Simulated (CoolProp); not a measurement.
Vapour-liquid equilibrium of m-xylene (1) + n-undecane (2) at 0.137 MPa; x and y are mole fractions of (1).

Values from CoolProp's multi-fluid Helmholtz-energy mixture model, Zhou 2012 and Aleksandrov 2011; pair parameters Bell 2016.

```tsv
x	bubble temperature, mixture model (K)	bubble temperature, Raoult's law (K)	y, mixture model	y, Raoult's law
0.05	477.0	476.4	0.138	0.159
0.125	470.6	469.3	0.311	0.346
0.2	464.8	463.1	0.450	0.488
0.275	459.4	457.5	0.562	0.598
0.35	454.4	452.5	0.653	0.684
0.425	449.8	448.0	0.728	0.753
0.5	445.5	443.9	0.789	0.808
0.575	441.6	440.2	0.840	0.853
0.65	437.9	436.8	0.881	0.891
0.725	434.4	433.6	0.916	0.922
0.8	431.3	430.7	0.945	0.948
0.875	428.3	428.0	0.969	0.970
0.95	425.5	425.4	0.989	0.989
```

The largest gap from Raoult's law is +1.9 K in bubble temperature, at x = 0.35. No azeotrope shows between x = 0.05 and 0.95.

The pair parameters rest on a limited set of measurements; away from them the model extrapolates.
